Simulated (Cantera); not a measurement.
# Ignition delay

Mixture: C₃H₈ : O₂ : N₂ = 1 : 9.8 : 36.9 (molar parts), equivalence ratio 0.51, at 21.0 bar, adiabatic and at constant volume. Ignition delay is the time to a rise of 400 K.

Cantera simulation using GRI-Mech 3.0 (53 species, 325 reactions); the numbers are that mechanism's predictions, not measurements. GRI-Mech 3.0 was tuned for natural gas; its chemistry of propane as a main component is partial and can be far from experiment. The pressure lies above the range GRI-Mech 3.0 was tuned for (to about 10 atm).

| T0 (K) | delay (ms) |
|---|---|
| 1150 | 1.89 |
| 1225 | 0.544 |
| 1300 | 0.167 |
| 1375 | 0.0566 |
| 1450 | 0.0217 |
| 1525 | 0.00950 |
| 1600 | 0.00471 |
| 1675 | 0.00262 |

```
Item                                                     Value
--------------------------------------------------  ----------
apparent activation energy between 1525 and 1675 K  180 kJ/mol
```
